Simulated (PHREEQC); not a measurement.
A solution holds 0.016 mol H3PO4, 0.63 mol HNO3 and 2.1e-05 mol H4SiO4 per kg of water, at 10 °C. Closed to the air; pH follows from the charge balance.

The numbers come from PHREEQC with the ion-association model, phreeqc.dat.

This is a speciation only: nothing precipitates in the calculation.

Estimate the pH, density, activity of water.

pH 0.32; density 1.022 g/cm³; activity of water 0.978.

In which forms is P present?

H3PO4 97 %, H2PO4- 2.8 % of the P.

Constants without temperature data keep their 25 °C values here.
